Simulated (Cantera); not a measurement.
An adiabatic, constant-volume homogeneous reactor starts with 7.66 % CH4, 19.4 % O2, 73.0 % N2, equivalence ratio 0.79, at 1125 K and 1580 Torr.

Computed with Cantera and GRI-Mech 3.0 (53 species, 325 reactions).

Task: Predict: time of steepest temperature rise; temperature at 6.00 s; equilibrium temperature; x(O2) at 6.00 s; x(HO2) at 6.00 s; x(H2O2) at 6.00 s.

Result: 
```
Property                                                            Result
---------------------------------  ---------------------------------------
time of steepest temperature rise                                  58.7 ms
temperature at 6.00 s                                               2737 K
equilibrium temperature                                             2737 K
x(O2) at 6.00 s                      0.0385 (gas-phase equilibrium 0.0385)
x(HO2) at 6.00 s                   1.24e-5 (gas-phase equilibrium 1.24e-5)
x(H2O2) at 6.00 s                  6.89e-7 (gas-phase equilibrium 6.89e-7)
```
